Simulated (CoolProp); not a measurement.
Vapour-liquid equilibrium of R22 (1) + R11 (2) at 306.7 K; x and y are mole fractions of (1).

The numbers come from the multi-fluid Helmholtz-energy mixture model, Kamei 1995 and Jacobsen 1992; pair parameters Bell 2016 in CoolProp.

| x | bubble pressure, mixture model (MPa) | bubble pressure, Raoult's law (MPa) | y, mixture model | y, Raoult's law |
|---|---|---|---|---|
| 0.05 | 0.2243 | 0.2000 | 0.383 | 0.327 |
| 0.15 | 0.3711 | 0.3164 | 0.647 | 0.619 |
| 0.25 | 0.4986 | 0.4328 | 0.754 | 0.754 |
| 0.35 | 0.6123 | 0.5492 | 0.815 | 0.832 |
| 0.45 | 0.7171 | 0.6657 | 0.856 | 0.883 |
| 0.55 | 0.8174 | 0.7821 | 0.888 | 0.918 |
| 0.65 | 0.9167 | 0.8985 | 0.915 | 0.945 |
| 0.75 | 1.019 | 1.015 | 0.939 | 0.965 |
| 0.85 | 1.127 | 1.131 | 0.963 | 0.981 |
| 0.95 | 1.243 | 1.248 | 0.987 | 0.994 |

The largest gap from Raoult's law is +17.3 % in bubble pressure, at x = 0.15. No azeotrope shows between x = 0.05 and 0.95.

Pair parameters are fitted to limited data, so mixtures are less certain than the pure fluids. The gap from Raoult's law changes sign with composition, which may be real or a fault of the pair parameters; it wasn't checked against measurements.
